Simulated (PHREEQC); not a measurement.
1 kg of water holding 0.11 mol NaCl, 0.13 mol K2SO4 and 0.49 mol Na2SO4 is evaporated at 30 °C; the solids stay in contact with the brine. CO2 from the air is kept out. Solids allowed: Arcanite, Glaserite, Halite, Mirabilite, Misenite, Sylvite, Thenardite. Others were left out.

The numbers come from PHREEQC with the Pitzer model, pitzer.dat.

### Question
Predict Thenardite (mol), Cl in solution (mol/kgw) at water left (kg) = 0.07809, 0.06418, 0.05275.

### Answer
```tsv
water left (kg)	Thenardite (mol)	Cl in solution (mol/kgw)
0.07809	0.257	1.41
0.06418	0.305	1.71
0.05275	0.343	2.09
```
